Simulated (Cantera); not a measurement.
An isothermal, constant-pressure homogeneous reactor starts with C₂H₆ : N₂ = 1 : 30 (molar parts), at 1573 K and 1200 Torr. Integrator tolerance rtol = 1e-08.

Model: GRI-Mech 3.0 (53 species, 325 reactions), integrated in Cantera. GRI-Mech 3.0 stops at C3 and has no aromatics, soot or wall deposition, so with more carbon than oxygen in the feed, carbon stays in small species such as C2H2 where larger ones or solid carbon would form.

Problem. What does this change do: temperature 1573 to 1250 K?

Solution. 
```json
[
 {"quantity": "x(C₂H₆) at 300 s", "before": "1.80e-7 (gas-phase equilibrium 5.05e-8)", "after": "1.63e-5 (gas-phase equilibrium 8.91e-6)"},
 {"quantity": "x(CH₄) at 300 s", "before": "0.00153 (gas-phase equilibrium 0.000820)", "after": "0.0196 (gas-phase equilibrium 0.0171)"},
 {"quantity": "x(HCN) at 300 s", "before": "4.43e-6 (gas-phase equilibrium 0.0439)", "after": "4.03e-10 (gas-phase equilibrium 0.0285)"},
 {"quantity": "x(C₂H₄) at 300 s", "before": "0.000381 (gas-phase equilibrium 0.000105)", "after": "0.00434 (gas-phase equilibrium 0.00191)"},
 {"quantity": "x(H₂) at 300 s", "before": "0.0580 (gas-phase equilibrium 0.0593)", "after": "0.0283 (gas-phase equilibrium 0.0341)"}
]
```
